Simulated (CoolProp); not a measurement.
Saturation properties of p-xylene (Tc = 616.2 K, pc = 3.532 MPa, ω = 0.324).

The numbers come from the reference Helmholtz-energy equation of state, Zhou 2012 in CoolProp.

| T (K) | p (MPa) | vapour density (kg/m³) | liquid cp (kJ/(kg K)) | liquid viscosity (µPa s) | vapour viscosity (µPa s) | liquid conductivity (mW/(m K)) |
|---|---|---|---|---|---|---|
| 471 | 0.3960 | 12.18 | 2.350 | 145 | 9.90 | 89.2 |
| 477.5 | 0.4491 | 13.80 | 2.378 | 139 | 10.0 | 88.2 |
| 484 | 0.5075 | 15.58 | 2.407 | 133 | 10.2 | 87.3 |
| 490.4 | 0.5704 | 17.52 | 2.437 | 127 | 10.3 | 86.4 |
| 496.9 | 0.6401 | 19.70 | 2.468 | 121 | 10.5 | 85.5 |
| 503.4 | 0.7161 | 22.10 | 2.500 | 116 | 10.7 | 84.7 |
| 509.9 | 0.7988 | 24.77 | 2.534 | 111 | 10.8 | 83.9 |
| 516.3 | 0.8870 | 27.66 | 2.569 | 106 | 11.0 | 83.2 |
| 522.8 | 0.9841 | 30.92 | 2.606 | 102 | 11.2 | 82.5 |
| 529.3 | 1.089 | 34.54 | 2.647 | 97.7 | 11.4 | 81.9 |
| 535.8 | 1.202 | 38.56 | 2.691 | 93.7 | 11.6 | 81.2 |
| 542.3 | 1.324 | 43.06 | 2.739 | 90.0 | 11.9 | 80.6 |
| 548.7 | 1.453 | 48.03 | 2.792 | 86.5 | 12.1 | 80.1 |
| 555.2 | 1.594 | 53.71 | 2.853 | 83.2 | 12.4 | 79.6 |

It boils at 411.5 K under 1 atm.

Viscosity comes from a separate model (Balogun 2015). Thermal conductivity comes from a separate model (Mylona 2014).
